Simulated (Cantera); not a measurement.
An isothermal plug-flow reactor at 600 K and 0.440 bar (inlet), inlet velocity 0.79 m/s, active area per volume 740 1/m; feed H2 : O2 : N2 : H2O = 0.0081 : 0.017 : 0.79 : 0.0055 (molar parts), equivalence ratio 0.24.

Detailed kinetics in Cantera: Deutschmann's 1995 Pt surface mechanism with GRI-Mech 3.0 gas chemistry. Catalytic surfaces can have several steady states; this one follows from the mechanism file's or the stated starting coverage. Mass transfer to the wall is taken as infinitely fast.

Q: Predict: x(H2) at z = 0.014 m; x(O2) at z = 0.014 m; x(H2O) at z = 0.014 m; θ(free Pt) at the exit; θ(O*) at the exit; θ(OH*) at the exit.

A: 
* **x(H2) at z = 0.014 m**: 1.77e-5
* **x(O2) at z = 0.014 m**: 0.0159
* **x(H2O) at z = 0.014 m**: 0.0166
* **θ(free Pt) at the exit**: 0.00406
* **θ(O*) at the exit**: 0.994
* **θ(OH*) at the exit**: 0.00234
